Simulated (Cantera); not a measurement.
A closed system holds: 1 mol SiH₄, 0.12 mol NH₃, held at 900 °C and 9.40 mbar.

Cantera equilibrium calculation (NASA polynomials, part measured and part estimated; ideal gas, pure solids and liquids). Candidate condensed phases: Si, Si₃N₄; 18 gas species. Mutual solubility and eutectic melting of coexisting phases are not modelled. The numbers say what is thermodynamically allowed, not how fast it happens.

Base state: H₂ 1.000 (mole fractions); condensed: Si(s) + Si₃N₄(s).

**Question.** What changes in the equilibrium state with this change: NH₃ from 0.12 to 4.7 mol?

**Answer.** 
| species | before | after |
|---|---|---|
| H₂ | 1.000 | 0.843 |
| N₂ | 1.29e-6 | 0.157 |
| Si(s), mol | 0.910 | 0 |
| Si₃N₄(s), mol | 0.0300 | 0.333 |
